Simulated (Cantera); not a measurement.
## Carbothermic reduction: Fe2O3 + CO

Feed: 1 mol Fe2O3, 2.5 mol CO, equilibrated at 0.00130 bar.

Equilibrium computed with Cantera from the NASA thermochemical tables; the gas is ideal and each condensed phase is pure. Candidate condensed phases: C, Fe, Fe(CO)5, FeO, Fe2O3, Fe3O4; 15 gas species. The tables' stoichiometric FeO is somewhat more stable than real wüstite, so its field is too wide. FeO: taken at fixed stoichiometry. The numbers say what is thermodynamically allowed, not how fast it happens.

From 977 °C to 1177 °C the condensed part is FeO(s). From 1377 °C to 1977 °C the condensed part is FeO(l). At 2177 °C nothing is condensed. The main Fe-bearing gas is Fe throughout.

```csv
T (°C),log p CO,log p CO2,log p Fe,log p O2,log p O,log p FeO,n FeO(s),n FeO(l)
977,-3.11,-3.28,-10.14,<-14,-14.60,-13.08,2.00,0
1177,-3.11,-3.28,-7.90,-11.65,-11.52,-10.20,2.00,0
1377,-3.11,-3.28,-6.22,-9.20,-9.19,-8.04,0,2.00
1577,-3.12,-3.28,-5.01,-7.26,-7.35,-6.44,0,1.98
1777,-3.18,-3.26,-4.13,-5.56,-5.79,-5.18,0,1.83
1977,-3.45,-3.39,-3.48,-4.02,-4.44,-4.15,0,0.683
2177,-3.41,-3.77,-3.40,-3.81,-3.85,-4.30,0,0
```
log p: log10 of the partial pressure in bar; n: condensed amount in mol.
